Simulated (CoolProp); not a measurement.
A simple Rankine cycle with R1224YDZ: condensing at 306.15 K, boiler at 1.98 MPa, turbine inlet 404.8 K, turbine efficiency 0.7, pump efficiency 0.7, no recuperator. Each further row changes one setting.

Computed with CoolProp (reference Helmholtz-energy equation of state, Akasaka 2023).

| case | thermal efficiency (%) | net work (kJ/kg) | heat in (kJ/kg) | turbine exit temperature (K) | volume ratio over the turbine |
|---|---|---|---|---|---|
| as stated | 11.9 | 25.9 | 219 | 343.9 | 12.6 |
| turbine inlet 424.8 K | 11.9 | 29.0 | (withheld) | 369.0 | 11.5 |
| condensing temperature 298.15 K | 12.8 | 29.3 | 228 | 339.0 | 16.5 |
| boiler pressure 1.39 MPa | 10.6 | (withheld) | 231 | (withheld) | 7.74 |
| turbine efficiency 0.6 | 10.0 | 22.0 | 219 | 348.5 | 12.8 |

Task: Some entries are withheld; supply them.

Result: 
- turbine inlet 424.8 K, heat in (kJ/kg): 244
- boiler pressure 1.39 MPa, net work (kJ/kg): 24.5
- boiler pressure 1.39 MPa, turbine exit temperature (K): 359.9
